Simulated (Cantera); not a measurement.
A freely propagating, adiabatic, planar premixed flame of 26.8 % H2, 15.4 % O2, 57.8 % N2, equivalence ratio 0.87, unburnt at 423 K and 0.570 bar; mixture-averaged transport, grid criteria slope 0.08 and curve 0.16, no radiation.

Model: the H2/O2 subset of GRI-Mech 3.0, which has no nitrogen chemistry, integrated in Cantera. Burning velocities carry a grid error of a few per cent, more on coarse grids.

Task: Predict: laminar burning velocity; thermal thickness; peak x(O); peak x(H); peak x(H2O2).

Result: 
```json
{
 "laminar_burning_velocity": "343 cm/s",
 "thermal_thickness": "0.833 mm",
 "peak x(O)": "0.0128",
 "peak x(H)": "0.0456",
 "peak x(H2O2)": "4.35e-5"
}
```
